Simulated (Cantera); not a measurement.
A perfectly stirred reactor is fed with NO : N2 = 7.1 : 0.21 (molar parts), at 1.58 atm; it is held at 1800 K, and followed from long to short residence time.

Model: GRI-Mech 3.0 (53 species, 325 reactions), integrated in Cantera.

One state of this run: x NO = 0.920; x N2 = 0.0540; x O2 = 0.0248; x N2O = 0.000356; x O = 1.88e-5; x NO2 = 0.00116. x: mole fraction; the columns are a selection and need not sum to one.

Which value of τ (s) does it belong to?
A. 0.00061
B. 0.00012
C. 0.079
D. 0.0031

C, 0.079
